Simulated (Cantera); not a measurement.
A Cantera script and what it prints.

```python
import numpy as np
import cantera as ct

gas_names = [...]  # 109 gases of nasa_gas.yaml made of C, Cl, H, Si
cond_names = """
    C(gr) C6H6(L) C7H8(L) C8H18(L),n-octa Si(cr) Si(L) SiC(b)
""".split()


# ... load() reads the species with a 1 bar reference pressure and builds the phases ...
atoms = {
    'SiHCl3': {'Si': 1, 'H': 1, 'CL': 3},
    'C2H4': {'C': 2, 'H': 4},
    'H2': {'H': 2},
}
top_T = {'C(gr)': 4500, 'SiC(b)': 3050}  # K; cautious upper limits of use, not melting points


# ... equilibrate(T, P, feed) seeds the gas with the atoms and calls Mixture.equilibrate('TP', solver="vcs", rtol=1e-11, max_steps=5000) ...
results = []
feed = {'SiHCl3': 1, 'C2H4': 1.2, 'H2': 180}  # mol
T = 900  # K
for P in [100, 240, 560, 1300, 3200, 7500, 18000, 42000, 100000]:
    mix = equilibrate(T, P, feed)
    results.append((T, P, feed, dict(zip(mix.species_names, mix.species_moles))))

top = {s: max(r[3][s] / sum(r[3][g] for g in gas_names) for r in results) for s in gas_names}
cols = sorted((s for s in top if top[s] > 1e-05), key=lambda s: -top[s])[:8]
seen = [c for c in cond_names if any(r[3].get(c, 0) > 1e-12 for r in results)]
print("log10 of partial pressures in bar; condensed amounts in mol")
print(f"{'P/Pa':>10s}" + "".join(f"{s[:9]:>10s}" for s in cols + seen))
for T, P, feed, n in results:
    ng = sum(n[g] for g in gas_names)
    print(f"{P:10.4g}" + "".join(f"{np.log10(max(n[s] / ng * P / 1e5, 1e-99)):10.3f}" for s in cols)
          + "".join(f"{n.get(c, 0):10.4g}" for c in seen))
```

It prints:

```
log10 of partial pressures in bar; condensed amounts in mol
      P/Pa        H2       HCL       CH4     SiCL4    SiHCL3   SiH2CL2     C(gr)    SiC(b)
       100    -3.007    -4.789    -6.520    -8.664    -9.429   -11.217     1.345    0.9995
       240    -2.627    -4.409    -5.760    -7.904    -8.669   -10.457     1.268    0.9989
       560    -2.260    -4.041    -5.025    -7.169    -7.934    -9.722     1.092    0.9974
      1300    -1.895    -3.676    -4.296    -6.439    -7.204    -8.992    0.6906    0.9939
      3200    -1.505    -3.290    -3.606    -5.583    -6.345    -8.130         0    0.9824
      7500    -1.135    -2.951    -3.220    -4.614    -5.345    -7.098         0    0.9293
   1.8e+04    -0.754    -2.649    -2.805    -3.819    -4.471    -6.146         0    0.8105
   4.2e+04    -0.386    -2.399    -2.398    -3.225    -3.759    -5.316         0    0.6634
     1e+05    -0.009    -2.172    -1.986    -2.733    -3.116    -4.522         0    0.5181
```

Equilibrium computed with Cantera from the NASA thermochemical tables; the gas is ideal and each condensed phase is pure.
